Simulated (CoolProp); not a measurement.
Model: reference Helmholtz-energy equation of state, Smukala 2000, in CoolProp.

**Question.** For ethylene, give the phase and the speed of sound (m/s), Joule-Thomson coefficient (K/MPa) at 295.8 K and 3.15 MPa; 295.8 K and 10.5 MPa.

**Answer.** 
- 295.8 K and 3.15 MPa: gas; speed of sound 288, Joule-Thomson coefficient 11.3
- 295.8 K and 10.5 MPa: supercritical; speed of sound 471, Joule-Thomson coefficient 1.41
